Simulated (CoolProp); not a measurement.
The fluid at 524.73 K and 0.722 MPa flows at 25 m/s in a round tube of 1 mm bore and 0.25 µm roughness, fully developed (64/Re and Nu = 3.66 if laminar; Colebrook and Gnielinski if turbulent). The same conditions are run with several fluids, on thermodynamics alone (safety and materials aside).

Values from CoolProp's reference Helmholtz-energy equation of state of each fluid (ethylbenzene: Zhou 2012; toluene: Lemmon 2006; propane: Lemmon 2009; nitrogen: Span 2000; n-butane: Bücker 2006).

**Question.** Rank ethylbenzene, toluene, propane, nitrogen, n-butane by Reynolds number, highest first.

**Answer.** ethylbenzene (41300), toluene (35300), n-butane (19100), propane (13300), nitrogen (4280)

```
fluid         Darcy friction factor  pressure drop (Pa/m)  heat-transfer coefficient (W/(m² K))  mass flow (kg/h)
------------  ---------------------  --------------------  ------------------------------------  ----------------
ethylbenzene                 0.0226                144000                                  3320              1.44
toluene                      0.0233                124000                                  2760              1.20
propane                      0.0291                 67600                                  1960             0.525
nitrogen                     0.0394                 56900                                   568             0.327
n-butane                     0.0267                 82800                                  2450             0.702
```

Transport values come from each fluid's own correlations; those of ethylbenzene are estimates that may be off by 10 % or more.
